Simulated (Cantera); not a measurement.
Input (Python, Cantera) and output of one run.

```python
import numpy as np
import cantera as ct

gas_names = """
    C CH CH2 CH3 CH4 CN C2 C2H C2H2,acetylene C2H2,vinylidene C2H3,vinyl CH3CN C2H4 C2H5 C2H6 CCN CNC
    C2N2 C3 C3H3,propargyl C3H4,allene C3H4,propyne C3H4,cyclo- C3H5,allyl C3H6,propylene C3H6,cyclo-
    C3H7,n-propyl C3H7,i-propyl C3H8 C4 C4H2 C4H4,1,3-cyclo- C4H6,butadiene C4H6,2-butyne C4H6,cyclo-
    C4H8,1-butene C4H8,cis2-buten C4H8,tr2-butene C4H8,isobutene C4H8,cyclo- C4H9,n-butyl C4H9,i-butyl
    C4H9,s-butyl C4H9,t-butyl C4H10,isobutane C4H10,n-butane C4N2 C5 C5H6,1,3cyclo- C5H8,cyclo-
    C5H10,1-pentene C5H10,cyclo- C5H11,pentyl C5H11,t-pentyl C5H12,n-pentane C5H12,i-pentane
    CH3C(CH3)2CH3 C6H2 C6H5,phenyl C6H6 C6H10,cyclo- C6H12,1-hexene C6H12,cyclo- C6H13,n-hexyl
    C7H7,benzyl C7H8 C7H14,1-heptene C7H15,n-heptyl C7H16,n-heptane C8H8,styrene C8H10,ethylbenz
    C8H16,1-octene C8H17,n-octyl C8H18,isooctane C8H18,n-octane C9H19,n-nonyl C10H8,naphthale
    C10H21,n-decyl C12H9,o-bipheny C12H10,bipheny H HCN HCCN HNC H2 N NH NH2 NH3 N2 N2H2 N2H4
""".split()
cond_names = """
    C(gr) C6H6(L) C7H8(L) C8H18(L),n-octa
""".split()


def load(file, names, dense=False):
    # The tables refer to 1 bar. Condensed volumes are neglected.
    table = {s.name: s for s in ct.Species.list_from_file(file)}
    out = []
    for n in names:
        d = dict(table[n].input_data)
        d["thermo"] = dict(d["thermo"], **{"reference-pressure": 1e5})
        if dense:
            d["equation-of-state"] = {"model": "constant-volume", "density": "1e6 g/cm^3"}
        out.append(ct.Species.from_dict(d))
    return out


gas = ct.Solution(thermo="ideal-gas", species=load("nasa_gas.yaml", gas_names))
cond = {s.name: ct.Solution(thermo="fixed-stoichiometry", species=[s], name=s.name)
        for s in load("nasa_condensed.yaml", cond_names, dense=True)}
atoms = {
    'C2H4': {'C': 2, 'H': 4},
    'H2': {'H': 2},
    'NH3': {'N': 1, 'H': 3},
}
top_T = {'C(gr)': 4500}  # K; cautious upper limits of use, not melting points


def equilibrate(T, P, feed):
    n = {}
    for name, mol in feed.items():
        for a, k in atoms[name].items():
            n[a] = n.get(a, 0.0) + k * mol
    gas.TPX = T, P, n
    mass = sum(n.values()) * gas.mean_molecular_weight
    gas.equilibrate("TP")
    valid = [c for c in cond.values() if c.min_temp <= T <= top_T.get(c.name, c.max_temp)]
    mix = ct.Mixture([(gas, mass / gas.mean_molecular_weight)] + [(c, 0.0) for c in valid])
    mix.T, mix.P = T, P
    mix.equilibrate("TP", solver="vcs", rtol=1e-11, max_steps=5000)
    return mix


results = []
feed = {'C2H4': 1, 'H2': 0.6, 'NH3': 2.6}  # mol
T = 1025  # K
P = 55  # Pa
mix = equilibrate(T, P, feed)
results.append((T, P, feed, dict(zip(mix.species_names, mix.species_moles))))
x = sorted(zip(gas.X, gas.species_names), reverse=True)
print(f"T = {T:g} K  P = {P:g} Pa  gas = {mix.phase_moles(0):.4g} mol")
print("   x: " + "  ".join(f"{s} {v:.3e}" for v, s in x if v > 1e-05))
print("   condensed (mol): " + ("  ".join(f"{mix.phase(i).name} {mix.phase_moles(i):.4g}"
      for i in range(1, mix.n_phases) if mix.phase_moles(i) > 1e-12) or "none"))
```

Result:

```
T = 1025 K  P = 55 Pa  gas = 7.8 mol
   x: H2 8.333e-01  N2 1.667e-01  CH4 2.807e-05
   condensed (mol): C(gr) 2
```

Method: chemical equilibrium by Gibbs-energy minimisation in Cantera with the NASA 1993 tables (ideal gas, pure condensed phases).
